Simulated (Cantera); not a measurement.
Input: 1 mol Al(CH₃)₃, 200 mol NH₃, 1.8 mol N₂, at 0.100 bar.

Cantera equilibrium calculation (NASA polynomials, part measured and part estimated; ideal gas, pure solids and liquids). Candidate condensed phases: Al, AlN, C, C₆H₆, C₇H₈, C₈H₁₈; 97 gas species. The feed counts by its element totals alone. Equilibrium is a limit: real reactors are often held back by kinetics, nucleation or transport.

Which condensed phases are stable at each of these points (T (K)): 623, 773, 923, 1073, 1223, 1373, 1523?


| T (K) | condensed phases | Al condensed (%) |
|---|---|---|
| 623 | AlN(s) | 100.0 |
| 773 | AlN(s) | 100.0 |
| 923 | AlN(s) | 100.0 |
| 1073 | AlN(s) + C(graphite) | 100.0 |
| 1223 | AlN(s) + C(graphite) | 100.0 |
| 1373 | AlN(s) + C(graphite) | 100.0 |
| 1523 | AlN(s) + C(graphite) | 100.0 |

From 623 K to 923 K the condensed part is AlN(s). From 1073 K to 1523 K the condensed part is AlN(s) + C(graphite).
